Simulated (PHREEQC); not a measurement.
Make-up at 20 °C: 4.3 mol LiCl and 2.3 mol SrCl2 per kg of water. Closed to the air; pH follows from the charge balance.

Equilibrium calculation in PHREEQC: Pitzer model, pitzer.dat.

```json
{
 "ionic_strength": "11.2 mol/kgw",
 "activity_of_water": "0.535",
 "density": "1.292 g/cm³",
 "osmotic_coefficient": "2.238"
}
```

```
species  molality  activity   log γ
-------  --------  --------  ------
Cl-          8.90      6.77  -0.119
Li+          4.30       169   1.594
Sr+2         2.30       165   1.855
OH-       6.82e-8   1.07e-9  -1.803
H+        6.82e-8   3.41e-6   1.699
```

No solid was allowed to form.
